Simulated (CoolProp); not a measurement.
R141b along the isotherm 226.85 °C: density (kg/m³) from the reference equation and from simpler models built on Tc = 204.4 °C, pc = 4212 kPa, ω = 0.220; each cubic takes its own stable root.

The numbers come from the reference Helmholtz-energy equation of state, Lemmon 2006 in CoolProp. It is a short technical equation, of lower accuracy than the large ones.

| p (kPa) | phase | reference |
|---|---|---|
| 1400 | gas | 43.78 |
| 2810 | gas | 101.9 |
| 4210 | gas | 194.1 |
| 5620 | supercritical | 447.3 |
| 7020 | supercritical | 644.0 |
| 8420 | supercritical | 711.9 |
| 9830 | supercritical | 752.9 |
| 11200 | supercritical | 781.9 |
| 12600 | supercritical | 805.5 |
| 14000 | supercritical | 825.2 |
| 15400 | supercritical | 842.2 |
| 16800 | supercritical | 857.2 |
| 18300 | supercritical | 871.6 |
| 19700 | supercritical | 883.7 |
| 21100 | supercritical | 894.9 |

Question: How far does each simpler model (ideal gas, van der Waals, Redlich-Kwong, Soave-Redlich-Kwong, Peng-Robinson) lie from the reference over these 15 states: mean and median of the absolute difference, and the worst?

Answer: 
- ideal gas: mean 47.3 %, median 48.6 %, worst -69.3 % at 226.85 °C and 7020 kPa
- van der Waals: mean 18.7 %, median 25.1 %, worst -25.4 % at 226.85 °C and 21100 kPa
- Redlich-Kwong: mean 7.0 %, median 7.7 %, worst -12.2 % at 226.85 °C and 7020 kPa
- Soave-Redlich-Kwong: mean 8.7 %, median 9.2 %, worst -15.8 % at 226.85 °C and 7020 kPa
- Peng-Robinson: mean 3.0 %, median 2.5 %, worst -8.2 % at 226.85 °C and 7020 kPa
